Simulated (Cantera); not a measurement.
Feed: 1 mol Ti, 0.096 mol C3H8, at 802 °C and 7600 Pa.

These are equilibrium values from Cantera (NASA tables, ideal gas, pure condensed phases), not measurements of a reactor. Candidate condensed phases: C, C6H6, C7H8, C8H18, Ti, TiC; 77 gas species. Mutual solubility and eutectic melting of coexisting phases are not modelled. TiC: taken at fixed stoichiometry. Condensed phases not in the tables: N, O or C dissolved in the metal. The numbers say what is thermodynamically allowed, not how fast it happens.

Base state: H2 1.00 (mole fractions); condensed: Ti(α) + TiC(s).

Q: What changes in the equilibrium state with this change: C3H8 from 0.096 to 0.74 mol?

A: 
| species | before | after |
|---|---|---|
| H2 | 1.00 | 0.997 |
| CH4 | <1e-9 | 0.00340 |
| Ti(α), mol | 0.712 | 0 |
| TiC(s), mol | 0.288 | 1.00 |
| C(graphite), mol | 0 | 1.21 |

Q: What changes in the equilibrium state with this change: Ti replaced by Ti(OiPr)4?

A: 
```
species            before     after
-----------------  ------  --------
H2                   1.00     0.875
CO                      0     0.121
CH4                 <1e-9   0.00262
H2O                     0   0.00102
CO2                     0  0.000152
Ti(α), mol          0.712         0
TiC(s), mol         0.288         0
C(graphite), mol        0      10.3
TiO2(rutile), mol       0      1.00
```
The feed counts by its element totals alone. Further candidate phases: H2O, TiO, TiO2, Ti2O3, Ti3O5, Ti4O7.
